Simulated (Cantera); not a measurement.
An isothermal plug-flow reactor at 650 K and 0.799 atm (inlet), inlet velocity 0.38 m/s, active area per volume 390 1/m; feed H2 : O2 : N2 : H2O = 0.007 : 0.044 : 0.79 : 0.02 (molar parts).

Computed with Cantera and Deutschmann's 1995 Pt surface mechanism with GRI-Mech 3.0 gas chemistry. Catalytic surfaces can have several steady states; this one follows from the mechanism file's or the stated starting coverage. Mass transfer to the wall is taken as infinitely fast.

Task: What does this change do: area per volume 390 to 86 1/m?

Result: 
```
quantity                  before     after
----------------------  --------  --------
x(H2) at z = 0.0038 m   0.000207  0.000935
x(O2) at z = 0.0038 m     0.0473    0.0477
x(H2O) at z = 0.0038 m    0.0313    0.0305
θ(free Pt) at the exit   0.00939    0.0341
θ(O*) at the exit          0.986     0.958
θ(OH*) at the exit       0.00432   0.00806
```

Task: What does this change do: area per volume 390 to 120 1/m?

Result: 
```csv
quantity,before,after
x(H2) at z = 0.0038 m,0.000207,0.000688
x(O2) at z = 0.0038 m,0.0473,0.0476
x(H2O) at z = 0.0038 m,0.0313,0.0308
θ(free Pt) at the exit,0.00939,0.0254
θ(O*) at the exit,0.986,0.968
θ(OH*) at the exit,0.00432,0.00701
```
